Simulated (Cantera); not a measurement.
Charge: 1 mol Al(CH₃)₃, 15 mol H₂O, 600 mol H₂, 150 mol NH₃, at 1925 °C and 15.0 Pa.

Cantera equilibrium calculation (NASA polynomials, part measured and part estimated; ideal gas, pure solids and liquids). Candidate condensed phases: Al, AlN, Al₂O₃, C, C₆H₆, C₇H₈, C₈H₁₈, H₂O; 148 gas species. The feed counts by its element totals alone. The tables' values for AlOH are old estimates; treat these amounts as uncertain. The numbers say what is thermodynamically allowed, not how fast it happens.

Base state: H₂ 0.574, H 0.345, N₂ 0.0672, H₂O 0.00949, CO 0.00268, OH 0.000792, Al 0.000776, O 0.000331 (mole fractions); condensed: gas only.

Question: What changes in the equilibrium state with this change: temperature from 1925 °C to 900 °C?

Answer: 
```
species          before    after
-------------  --------  -------
H₂                0.574    0.904
N₂               0.0672   0.0813
H₂O             0.00949   0.0114
H                 0.345  9.18e-6
Al             0.000776    <1e-9
OH             0.000792    <1e-9
O              0.000331    <1e-9
AlO             5.48e-5    <1e-9
Al₂O₃(s), mol         0    0.500
```

Question: What changes in the equilibrium state with this change: Al(CH₃)₃ replaced by AlCl₃?

Answer: 
```tsv
species	before	after
H₂	0.574	0.572
H	0.345	0.344
N₂	0.0672	0.0676
CO	0.00268	0
H₂O	0.00949	0.0120
Al	0.000776	0.000646
HCl	0	0.00179
Cl	0	0.000783
AlCl	0	0.000129
```
Further candidate phases: AlCl₃, NH₄Cl.
